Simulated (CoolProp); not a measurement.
Vapour-liquid equilibrium of methane (1) + ethane (2) at 137.4 K; x and y are mole fractions of (1).

Values from CoolProp's multi-fluid Helmholtz-energy mixture model, Setzmann 1991 and Bücker 2006; pair parameters Kunz 2012.

```csv
x,bubble pressure (MPa),y at the bubble point,dew pressure at overall composition x (MPa),liquid density (mol/L)
0.05,…,0.928,0.003076,…
0.2,…,0.982,…,20.87
0.35,…,0.990,0.004492,21.57
0.5,0.3063,0.994,0.005835,22.24
0.65,0.3782,0.996,0.008320,22.87
0.8,0.4496,0.998,0.01449,23.41
0.95,0.5286,0.999,0.05603,23.74
```

Question: What belongs in the gaps?

Answer: 
- 0.05, bubble pressure (MPa): 0.03971
- 0.05, liquid density (mol/L): 20.17
- 0.2, bubble pressure (MPa): 0.1405
- 0.2, dew pressure at overall composition x (MPa): 0.003652
- 0.35, bubble pressure (MPa): 0.2284

No azeotrope shows between x = 0.05 and 0.95.

The pair parameters rest on a limited set of measurements; away from them the model extrapolates. The gap from Raoult's law changes sign with composition, which may be real or a fault of the pair parameters; it wasn't checked against measurements.
